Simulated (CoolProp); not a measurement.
Values from CoolProp's reference Helmholtz-energy equation of state, Thol 2017.

**Question.** Give the vapour pressure (kPa), vapour density (kg/m³), liquid cp (kJ/(kg K)) of saturated octamethyltrisiloxane (MDM) at 418.5, 423.2, 446.8 K.

**Answer.** 
```
T (K)  p (kPa)  vapour density (kg/m³)  liquid cp (kJ/(kg K))
-----  -------  ----------------------  ---------------------
418.5     83.7                    6.09                   2.09
423.2     95.0                    6.88                   2.11
446.8      171                    12.2                   2.17
```
